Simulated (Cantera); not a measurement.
A Cantera script and what it prints.

```python
import numpy as np
import cantera as ct

gas_names = """
    Ba BaF BaF2 BaOH BaO2H2 F FO FO2 F2 F2O H HF HNO HNO2 HNO3 HOF HO2 H2 H2F2 H2O H2O2 H3F3 H4F4 H5F5
    H6F6 H7F7 N NF NF2 NF3 NH NH2 NH3 NH2OH NO NO2 NO3 N2 N2H2 N2H4 N2O O OH O2 O3
""".split()
cond_names = """
    Ba(cr) Ba(L) BaF2(a) BaF2(b,c) BaF2(L) BaO(s) BaO(L) BaO2H2(s) BaO2H2(L) H2O(s) H2O(L)
""".split()


def load(file, names, dense=False):
    # The tables refer to 1 bar. Condensed volumes are neglected.
    table = {s.name: s for s in ct.Species.list_from_file(file)}
    out = []
    for n in names:
        d = dict(table[n].input_data)
        d["thermo"] = dict(d["thermo"], **{"reference-pressure": 1e5})
        if dense:
            d["equation-of-state"] = {"model": "constant-volume", "density": "1e6 g/cm^3"}
        out.append(ct.Species.from_dict(d))
    return out


gas = ct.Solution(thermo="ideal-gas", species=load("nasa_gas.yaml", gas_names))
cond = {s.name: ct.Solution(thermo="fixed-stoichiometry", species=[s], name=s.name)
        for s in load("nasa_condensed.yaml", cond_names, dense=True)}
atoms = {
    'BaF2': {'Ba': 1, 'F': 2},
    'H2O': {'H': 2, 'O': 1},
    'N2': {'N': 2},
}
top_T = {}  # K; cautious upper limits of use, not melting points


def equilibrate(T, P, feed):
    n = {}
    for name, mol in feed.items():
        for a, k in atoms[name].items():
            n[a] = n.get(a, 0.0) + k * mol
    gas.TPX = T, P, n
    mass = sum(n.values()) * gas.mean_molecular_weight
    gas.equilibrate("TP")
    valid = [c for c in cond.values() if c.min_temp <= T <= top_T.get(c.name, c.max_temp)]
    mix = ct.Mixture([(gas, mass / gas.mean_molecular_weight)] + [(c, 0.0) for c in valid])
    mix.T, mix.P = T, P
    mix.equilibrate("TP", solver="vcs", rtol=1e-11, max_steps=5000)
    return mix


results = []
feed = {'BaF2': 1, 'H2O': 0.2, 'N2': 39}  # mol
T = 1175  # K
P = 133.322  # Pa
mix = equilibrate(T, P, feed)
results.append((T, P, feed, dict(zip(mix.species_names, mix.species_moles))))
print(gas.report(threshold=0.001))
for i in range(1, mix.n_phases):
    print(f"{mix.phase(i).name:16s} {mix.phase_moles(i):12.5e} mol")
```

Result:

```
       temperature   1175 K
          pressure   133.32 Pa
           density   0.00038162 kg/m^3
  mean mol. weight   27.964 kg/kmol
   phase of matter   gas

                          1 kg             1 kmol
                     ---------------   ---------------
          enthalpy        9.3132e+05        2.6043e+07  J
   internal energy        5.8196e+05        1.6274e+07  J
           entropy             10330        2.8886e+05  J/K
    Gibbs function       -1.1206e+07       -3.1337e+08  J
 heat capacity c_p            1200.8             33579  J/K
 heat capacity c_v            903.49             25265  J/K

                      mass frac. Y      mole frac. X     chem. pot. / RT
                     ---------------   ---------------   ---------------
               H2O         0.0032661         0.0050697            -62.05
                N2           0.99665           0.99486            -31.92
     [  +43 minor]        8.8139e-05        7.0252e-05

Ba(L)             0.00000e+00 mol
BaF2(a)           9.98539e-01 mol
BaO(s)            1.18903e-03 mol
BaO2H2(L)         0.00000e+00 mol
```

Equilibrium computed with Cantera from the NASA thermochemical tables; the gas is ideal and each condensed phase is pure. Mutual solubility and eutectic melting of coexisting phases are not modelled.
